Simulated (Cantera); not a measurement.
Feed: 1 mol Si, 8.9 mol HBr, a varied amount of N2, at 1100 °C and 1330 Pa.

Method: chemical equilibrium by Gibbs-energy minimisation in Cantera with the NASA 1993 tables (ideal gas, pure condensed phases). Candidate condensed phases: Br2, Si, Si3N4; 28 gas species. N2 is the only nitrogen source here; it is nearly inert below about 1500 K, so the nitride shown seldom forms there in practice. The tables' values for SiBr3 are old estimates; treat these amounts as uncertain. Equilibrium is a limit: real reactors are often held back by kinetics, nucleation or transport.

x: gas mole fraction; n: condensed amount in mol.

| n(N2) (mol) | x N2 | x HBr | x H2 | x SiBr4 | x SiBr2 | n Si3N4(s) |
|---|---|---|---|---|---|---|
| 2.1 | 0.200 | 0.549 | 0.149 | 0.0460 | 0.0408 | (withheld) |
| 2.9 | 0.256 | 0.514 | 0.136 | 0.0414 | 0.0384 | (withheld) |
| 4.1 | 0.324 | 0.477 | 0.117 | 0.0355 | 0.0329 | (withheld) |
| 5.8 | 0.403 | 0.431 | 0.0976 | 0.0292 | 0.0277 | (withheld) |
| 8.2 | 0.487 | 0.377 | 0.0791 | 0.0231 | 0.0231 | (withheld) |
| 12 | 0.580 | 0.314 | 0.0605 | 0.0169 | 0.0187 | (withheld) |
| 16 | 0.647 | 0.267 | 0.0483 | 0.0128 | 0.0157 | (withheld) |
| 23 | 0.724 | 0.211 | 0.0355 | 0.00870 | 0.0124 | (withheld) |
| 32 | 0.784 | 0.167 | 0.0263 | 0.00585 | 0.00994 | (withheld) |
| 45 | 0.836 | 0.128 | 0.0190 | 0.00372 | 0.00776 | (withheld) |
| 63 | 0.876 | 0.0970 | 0.0136 | 0.00229 | 0.00599 | 0.119 |

Question: What belongs in the gaps?

Answer: 
- 2.1, n Si3N4(s): 0
- 2.9, n Si3N4(s): 0.00323
- 4.1, n Si3N4(s): 0.0210
- 5.8, n Si3N4(s): 0.0376
- 8.2, n Si3N4(s): 0.0530
- 12, n Si3N4(s): 0.0683
- 16, n Si3N4(s): 0.0788
- 23, n Si3N4(s): 0.0909
- 32, n Si3N4(s): 0.101
- 45, n Si3N4(s): 0.110
